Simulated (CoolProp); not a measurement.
Water along the isobar 15.2 MPa: Z from the reference equation and from simpler models built on Tc = 647.1 K, pc = 22.06 MPa, ω = 0.344; each cubic takes its own stable root.

Values from CoolProp's reference Helmholtz-energy equation of state, Wagner 2002.

```
T (K)   phase  reference  van der Waals  Redlich-Kwong  Soave-Redlich-Kwong  Peng-Robinson
-----  ------  ---------  -------------  -------------  -------------------  -------------
521.2  liquid    0.07763         0.1627         0.1157               0.1090        0.09624
533.3  liquid    0.07756         0.1628         0.1164               0.1095        0.09667
545.4  liquid    0.07772         0.1635         0.1176               0.1104        0.09746
557.4  liquid    0.07812         0.1648         0.1192               0.1118        0.09869
569.5  liquid    0.07886         0.1671         0.1216               0.1138         0.1005
581.6  liquid    0.08003         0.1709         0.1249               0.1167         0.1031
593.6  liquid    0.08182         0.6231         0.1298               0.1209         0.1069
605.7  liquid    0.08469         0.6588         0.1378               0.1274         0.1128
629.9     gas     0.6239         0.7105         0.6700               0.6599         0.6357
641.9     gas     0.6714         0.7306         0.6980               0.6954         0.6718
654       gas     0.7080         0.7482         0.7219               0.7248         0.7016
666.1     gas     0.7376         0.7639         0.7425               0.7497         0.7269
678.2     gas     0.7623         0.7780         0.7606               0.7712         0.7489
690.2     gas     0.7832         0.7906         0.7766               0.7900         0.7681
702.3     gas     0.8014         0.8022         0.7911               0.8068         0.7853
```

At some of these states van der Waals gives the other phase, because its saturation line lies elsewhere.
